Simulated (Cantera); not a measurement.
Feed: 1 mol Si(CH₃)₄, 0.15 mol C₃H₈, 530 mol H₂, at 30.0 mbar.

Equilibrium computed with Cantera from the NASA thermochemical tables; the gas is ideal and each condensed phase is pure. Candidate condensed phases: C, C₆H₆, C₇H₈, C₈H₁₈, Si, SiC; 87 gas species. Gases not in the tables: Si₂H₆ and higher silanes. The numbers say what is thermodynamically allowed, not how fast it happens.

Q: What share of the Si ends up in condensed phases as a function of T (K), at 1698, 1848, 1998, 2148, 2298, 2448, 2598?

A: 
```
T (K)  Si condensed (%)      as
-----  ----------------  ------
1698              100.0  SiC(s)
1848               99.5  SiC(s)
1998               94.6  SiC(s)
2148               53.0  SiC(s)
2298                0.0       -
2448                0.0       -
2598                0.0       -
```
